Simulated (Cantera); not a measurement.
An isothermal, constant-pressure homogeneous reactor starts with 18.9 % C₂H₆, 81.1 % N₂, at 1675 K and 550 Pa.

Detailed kinetics in Cantera: GRI-Mech 3.0 (53 species, 325 reactions). GRI-Mech 3.0 stops at C3 and has no aromatics, soot or wall deposition, so with more carbon than oxygen in the feed, carbon stays in small species such as C2H2 where larger ones or solid carbon would form. Radical loss at walls, strong at low pressure, is not modelled.

Q: Predict: x(C₂H₆) at 20.0 s; x(CH₃) at 20.0 s; x(CH₂) at 20.0 s; x(H) at 20.0 s; x(H₂) at 20.0 s; x(C₂H₂) at 20.0 s; x(CH₄) at 20.0 s.

A: 
* **x(C₂H₆) at 20.0 s**: 2.79e-9 (gas-phase equilibrium 2.75e-11)
* **x(CH₃) at 20.0 s**: 2.68e-5 (gas-phase equilibrium 2.12e-6)
* **x(CH₂) at 20.0 s**: 7.97e-8 (gas-phase equilibrium 6.43e-9)
* **x(H) at 20.0 s**: 0.000812 (gas-phase equilibrium 0.000824)
* **x(H₂) at 20.0 s**: 0.273 (gas-phase equilibrium 0.273)
* **x(C₂H₂) at 20.0 s**: 0.137 (gas-phase equilibrium 0.0789)
* **x(CH₄) at 20.0 s**: 0.000444 (gas-phase equilibrium 3.46e-5)
